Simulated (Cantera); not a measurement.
A closed system holds: 1 mol Si3N4, 0.22 mol CO2, 2.9 mol H2, equilibrated at 750 Torr.

Cantera equilibrium calculation (NASA polynomials, part measured and part estimated; ideal gas, pure solids and liquids). Candidate condensed phases: C, C6H6, C7H8, C8H18, H2O, Si, SiC, SiO2, Si2N2O, Si3N4; 151 gas species. Mutual solubility and eutectic melting of coexisting phases are not modelled. Kinetics and transport are ignored. All values below are at 1500 K.

Base state: H2 0.921, N2 0.0762, CH4 0.00218, HCN 0.000280, CO 3.77e-5, H 1.69e-5, NH3 1.51e-5 (mole fractions); condensed: C(graphite) + SiC(s) + Si2N2O(s) + Si3N4(s).

Question: What changes in the equilibrium state with this change: pressure from 750 Torr to 0.00203 Torr?

Answer: 
```json
[
 {"species": "H2", "before": "0.921", "after": "0.535"},
 {"species": "N2", "before": "0.0762", "after": "0.372"},
 {"species": "SiO", "before": "7.39e-8", "after": "0.0796"},
 {"species": "Si", "before": "<1e-9", "after": "0.00390"},
 {"species": "CH4", "before": "0.00218", "after": "<1e-9"},
 {"species": "NH3", "before": "1.51e-5", "after": "<1e-9"},
 {"species": "SiH", "before": "<1e-9", "after": "1.50e-5"},
 {"species": "C(graphite), mol", "before": "0.0733", "after": "0"},
 {"species": "SiC(s), mol", "before": "0.139", "after": "0.208"},
 {"species": "Si2N2O(s), mol", "before": "0.440", "after": "0"},
 {"species": "Si3N4(s), mol", "before": "0.660", "after": "0"},
 {"species": "Si(s), mol", "before": "0", "after": "2.34"}
]
```
